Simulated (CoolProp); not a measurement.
Vapour-liquid equilibrium of n-octane (1) + p-xylene (2) at 0.0829 MPa; x and y are mole fractions of (1).

Model: multi-fluid Helmholtz-energy mixture model, Beckmüller 2019 and Zhou 2012; pair parameters Bell 2016, in CoolProp.

```json
[
 {"x": "0.05", "bubble temperature, mixture model (°C)": "129.6", "bubble temperature, Raoult's law (°C)": "130.2", "y, mixture model": "0.083", "y, Raoult's law": "0.069"},
 {"x": "0.15", "bubble temperature, mixture model (°C)": "127.4", "bubble temperature, Raoult's law (°C)": "128.8", "y, mixture model": "0.224", "y, Raoult's law": "0.200"},
 {"x": "0.25", "bubble temperature, mixture model (°C)": "125.6", "bubble temperature, Raoult's law (°C)": "127.4", "y, mixture model": "0.341", "y, Raoult's law": "0.321"},
 {"x": "0.35", "bubble temperature, mixture model (°C)": "124.1", "bubble temperature, Raoult's law (°C)": "126.1", "y, mixture model": "0.443", "y, Raoult's law": "0.433"},
 {"x": "0.45", "bubble temperature, mixture model (°C)": "122.9", "bubble temperature, Raoult's law (°C)": "124.8", "y, mixture model": "0.536", "y, Raoult's law": "0.538"},
 {"x": "0.55", "bubble temperature, mixture model (°C)": "121.8", "bubble temperature, Raoult's law (°C)": "123.6", "y, mixture model": "0.623", "y, Raoult's law": "0.635"},
 {"x": "0.65", "bubble temperature, mixture model (°C)": "120.9", "bubble temperature, Raoult's law (°C)": "122.4", "y, mixture model": "0.707", "y, Raoult's law": "0.726"},
 {"x": "0.75", "bubble temperature, mixture model (°C)": "120.1", "bubble temperature, Raoult's law (°C)": "121.3", "y, mixture model": "0.790", "y, Raoult's law": "0.811"},
 {"x": "0.85", "bubble temperature, mixture model (°C)": "119.4", "bubble temperature, Raoult's law (°C)": "120.2", "y, mixture model": "0.873", "y, Raoult's law": "0.890"},
 {"x": "0.95", "bubble temperature, mixture model (°C)": "118.8", "bubble temperature, Raoult's law (°C)": "119.1", "y, mixture model": "0.957", "y, Raoult's law": "0.965"}
]
```

The largest gap from Raoult's law is -2.0 K in bubble temperature, at x = 0.35. No azeotrope shows between x = 0.05 and 0.95.

The pair parameters rest on a limited set of measurements; away from them the model extrapolates.
